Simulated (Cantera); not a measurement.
A freely propagating, adiabatic, planar premixed flame of 12.0 % CH₄, 20.0 % O₂, 68.0 % N₂, equivalence ratio 1.2, unburnt at 350 K and 16000 Pa; mixture-averaged transport, grid criteria slope 0.08 and curve 0.16, no radiation.

Detailed kinetics in Cantera: GRI-Mech 3.0 (53 species, 325 reactions). Burning velocities carry a grid error of a few per cent, more on coarse grids.

x: mole fraction of selected species; z is measured from the peak of heat release.

```tsv
z (mm)	T (K)	u (m/s)	x CH₄	x O₂	x H₂O	x HO₂	x HCO	x CH₂O
-5.40	350	0.798	0.120	0.200	1.44e-6	<1e-8	<1e-8	<1e-8
-3.60	350	0.801	0.120	0.200	4.70e-5	3.10e-7	<1e-8	…
-2.70	354	0.812	0.119	0.199	0.000434	3.33e-6	<1e-8	…
-1.80	415	0.962	0.114	0.194	0.00659	5.12e-5	<1e-8	…
-0.899	921	2.19	0.0797	0.155	0.0570	5.59e-5	1.20e-6	…
-0.450	1377	3.32	0.0424	0.107	0.105	0.000120	3.02e-5	…
0	1763	4.31	0.0109	0.0556	0.150	7.63e-5	9.18e-5	…
0.450	1928	4.72	0.00117	0.0253	0.174	1.00e-5	3.97e-5	…
0.899	1966	4.80	6.98e-5	0.0136	0.181	1.26e-6	4.24e-6	…
1.80	1984	4.83	2.24e-7	0.00820	0.181	5.94e-7	5.20e-8	…
3.60	2000	4.85	<1e-8	0.00692	0.179	5.13e-7	3.12e-8	<1e-8
7.19	2022	4.89	<1e-8	0.00629	0.181	4.67e-7	2.82e-8	<1e-8
14.4	2055	4.96	<1e-8	0.00544	0.183	4.08e-7	2.41e-8	<1e-8
```

Task: Some entries are withheld; supply them.

Result: 
- -3.60, x CH₂O: 1.18e-7
- -2.70, x CH₂O: 1.72e-6
- -1.80, x CH₂O: 4.10e-5
- -0.899, x CH₂O: 0.000527
- -0.450, x CH₂O: 0.00107
- 0, x CH₂O: 0.000755
- 0.450, x CH₂O: 0.000178
- 0.899, x CH₂O: 1.55e-5
- 1.80, x CH₂O: 5.87e-8
